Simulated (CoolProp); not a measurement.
A single-stage vapour-compression cycle with ammonia: evaporating at 271.15 K (dew point), condensing at 300.15 K (bubble point), superheat 2 K, subcooling 0 K, compressor efficiency 0.9, no pressure losses. Each further row changes one setting.

The numbers come from the reference Helmholtz-energy equation of state, Gao 2020 in CoolProp.

```csv
case,cooling COP,pressure ratio,discharge temperature (K),refrigerating effect (kJ/kg),volumetric capacity (kJ/m³)
as stated,7.44,2.68,347.9,1140,3630
evaporating temperature 276.15 K,9.33,2.22,338.2,1140,4350
condensing temperature 295.15 K,9.17,2.29,335.0,1160,3700
subcooling 5 K,7.59,2.68,347.9,1160,3700
superheat 12 K,7.26,2.68,360.9,1160,3540
compressor efficiency 0.8,6.61,2.68,355.4,1140,3630
```
